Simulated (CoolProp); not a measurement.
Saturated liquid density (kg/m³) of the fluoroketone C6F12O (FK-5-1-12): the reference equation beside estimates from Tc = 441.8 K, pc = 1869 kPa, ω = 0.471.

Model: reference Helmholtz-energy equation of state, McLinden 2015, in CoolProp.

```tsv
T (K)	reference	van der Waals	Redlich-Kwong	Soave-Redlich-Kwong
232.7	1787	1038	?	?
247	?	1018	1505	?
261.4	1708	996.8	1469	?
275.8	1668	974.5	1430	1521
290.1	1626	951.2	1390	1485
304.5	1583	926.4	1346	1446
318.9	1538	900.0	1299	1402
333.2	1490	872.1	1249	1354
347.6	1440	?	1195	1300
362	1385	808.9	1135	1240
```

Question: Fill in the missing entries.

Answer: 
- 232.7, Redlich-Kwong: 1539
- 232.7, Soave-Redlich-Kwong: 1613
- 247, reference: 1748
- 247, Soave-Redlich-Kwong: 1585
- 261.4, Soave-Redlich-Kwong: 1555
- 347.6, van der Waals: 841.8

Absolute difference from the reference over all 10 rows, mean and median: van der Waals 41.6 and 41.6 %, Redlich-Kwong 15.2 and 14.7 %, Soave-Redlich-Kwong 9.2 and 9.0 %.
